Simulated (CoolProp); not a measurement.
Nitrous oxide along the isotherm 272.2 K: density (kg/m³) from the reference equation and from simpler models built on Tc = 309.5 K, pc = 72.45 bar, ω = 0.161; each cubic takes its own stable root.

Values from CoolProp's reference Helmholtz-energy equation of state, Lemmon 2006. It is a short technical equation, of lower accuracy than the large ones.

```tsv
p (bar)	phase	reference	van der Waals	Redlich-Kwong	Soave-Redlich-Kwong	Peng-Robinson
40.2	liquid	919.1	113.2	786.6	813.4	921.2
80.5	liquid	944.5	615.3	831.0	851.6	961.3
121	liquid	965.1	644.8	863.8	881.0	992.5
161	liquid	982.5	666.1	889.7	904.7	1018
201	liquid	997.6	683.1	911.5	924.9	1039
241	liquid	1011	697.2	930.4	942.5	1058
282	liquid	1024	709.7	947.4	958.5	1075
322	liquid	1035	720.3	962.3	972.6	1090
362	liquid	1046	729.7	975.8	985.4	1104
```

At some of these states van der Waals gives the other phase, because its saturation line lies elsewhere.
